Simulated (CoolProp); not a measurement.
Values from CoolProp's reference Helmholtz-energy equation of state, Lemmon 2006. It is a short technical equation, of lower accuracy than the large ones.

**Question.** Give the vapour pressure (kPa), vapour density (kg/m³), enthalpy of vaporisation (kJ/kg), liquid viscosity (µPa s) of saturated R141b at 281.6 K.

**Answer.** 
```tsv
T (K)	p (kPa)	vapour density (kg/m³)	enthalpy of vaporisation (kJ/kg)	liquid viscosity (µPa s)
281.6	40.7	2.08	234	496
```

Viscosity comes from a separate model (Huber 2003), an estimate that may be off by 10 % or more.
